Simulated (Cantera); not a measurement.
Input: 1 mol CH3Cl, 0.16 mol Si, 0.14 mol H2, equilibrated at 0.240 bar.

Points: T (K) = 675, 725, 775, 825, 875, 925, 975, 1025, 1075, 1125, 1175, 1225.

Cantera's Mixture.equilibrate('TP', solver="vcs", rtol=1e-11, max_steps=5000) on the NASA tables stopped like this:

```
T = 675 K  P = 24000 Pa  gas = 1.48 mol
   x: CH4 3.380e-01  H2 3.106e-01  HCL 2.433e-01  SiCL4 1.081e-01
   condensed (mol): C(gr) 0.4999
ERROR: FAILURE its = 5001!

*******************************************************************************
CanteraError thrown by MultiPhase::equilibrate:
VCS solver failed. Return code: -1
*******************************************************************************
```

Problem. What got this run through?

Solution. This is not unique; one that fits is The failure is numerical, not chemical. The same input converged with solver="gibbs", rtol=1e-10, max_steps=50000, and the result passed a check of the equilibrium conditions:
```
T = 675 K  P = 24000 Pa  gas = 1.48 mol
   x: CH4 3.380e-01  H2 3.106e-01  HCL 2.433e-01  SiCL4 1.081e-01
   condensed (mol): C(gr) 0.4999
T = 725 K  P = 24000 Pa  gas = 1.601 mol
   x: H2 4.384e-01  CH4 2.367e-01  HCL 2.249e-01  SiCL4 9.988e-02
   condensed (mol): C(gr) 0.621
T = 775 K  P = 24000 Pa  gas = 1.724 mol
   x: H2 5.498e-01  HCL 2.090e-01  CH4 1.484e-01  SiCL4 9.264e-02
   condensed (mol): C(gr) 0.7441
T = 825 K  P = 24000 Pa  gas = 1.824 mol
   x: H2 6.287e-01  HCL 1.978e-01  SiCL4 8.740e-02  CH4 8.581e-02
   condensed (mol): C(gr) 0.8435
T = 875 K  P = 24000 Pa  gas = 1.889 mol
   x: H2 6.762e-01  HCL 1.912e-01  SiCL4 8.402e-02  CH4 4.791e-02
   condensed (mol): C(gr) 0.9095
T = 925 K  P = 24000 Pa  gas = 1.928 mol
   x: H2 7.023e-01  HCL 1.878e-01  SiCL4 8.185e-02  CH4 2.686e-02  SiHCL3 1.112e-03
   condensed (mol): C(gr) 0.9482
T = 975 K  P = 24000 Pa  gas = 1.95 mol
   x: H2 7.160e-01  HCL 1.864e-01  SiCL4 8.024e-02  CH4 1.546e-02  SiHCL3 1.762e-03
   condensed (mol): C(gr) 0.9699
T = 1025 K  P = 24000 Pa  gas = 1.962 mol
   x: H2 7.229e-01  HCL 1.863e-01  SiCL4 7.875e-02  CH4 9.219e-03  SiHCL3 2.627e-03
   condensed (mol): C(gr) 0.9819
T = 1075 K  P = 24000 Pa  gas = 1.969 mol
   x: H2 7.260e-01  HCL 1.870e-01  SiCL4 7.710e-02  CH4 5.705e-03  SiHCL3 3.719e-03
   condensed (mol): C(gr) 0.9888
T = 1125 K  P = 24000 Pa  gas = 1.977 mol
   x: H2 7.228e-01  HCL 1.942e-01  SiCL4 7.364e-02  SiHCL3 4.760e-03  CH4 3.618e-03
   condensed (mol): C(gr) 0.9898  SiC(b) 0.003077
T = 1175 K  P = 24000 Pa  gas = 2 mol
   x: H2 6.973e-01  HCL 2.318e-01  SiCL4 6.260e-02  SiHCL3 4.440e-03  CH4 2.235e-03  SiCL3 1.275e-03
   condensed (mol): C(gr) 0.9728  SiC(b) 0.02277
T = 1225 K  P = 24000 Pa  gas = 2.023 mol
   x: H2 6.714e-01  HCL 2.691e-01  SiCL4 5.167e-02  SiHCL3 4.023e-03  SiCL3 1.834e-03  CH4 1.421e-03
   condensed (mol): C(gr) 0.9546  SiC(b) 0.04252
```

The gas is ideal and each condensed phase is pure. The tables' values for SiCl3 are old estimates; treat these amounts as uncertain.
